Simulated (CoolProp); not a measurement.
Vapour-liquid equilibrium of diethyl ether (1) + methanol (2) at 341.3 K; x and y are mole fractions of (1).

Computed with CoolProp (multi-fluid Helmholtz-energy mixture model, Thol 2014 and de Reuck 1993; pair parameters Bell 2016).

```tsv
x	bubble pressure (kPa)	y at the bubble point	dew pressure at overall composition x (kPa)	liquid density (mol/L)
0.05	…	0.238	122.3	21.75
0.2	212.5	0.522	…	18.10
0.35	247.9	…	…	…
0.5	269.0	0.695	206.0	13.22
0.65	283.5	0.756	254.8	…
0.8	293.3	0.831	290.3	10.21
0.95	295.2	0.945	295.1	…
```

### Question
Some entries are withheld; supply them.

### Answer

- 0.05, bubble pressure (kPa): 148.1
- 0.2, dew pressure at overall composition x (kPa): 142.1
- 0.35, y at the bubble point: 0.629
- 0.35, dew pressure at overall composition x (kPa): 168.8
- 0.35, liquid density (mol/L): 15.35
- 0.65, liquid density (mol/L): 11.54
- 0.95, liquid density (mol/L): 9.139

y crosses x between x = 0.8 and 0.95: the model has an azeotrope there.

The pair parameters rest on a limited set of measurements; away from them the model extrapolates.
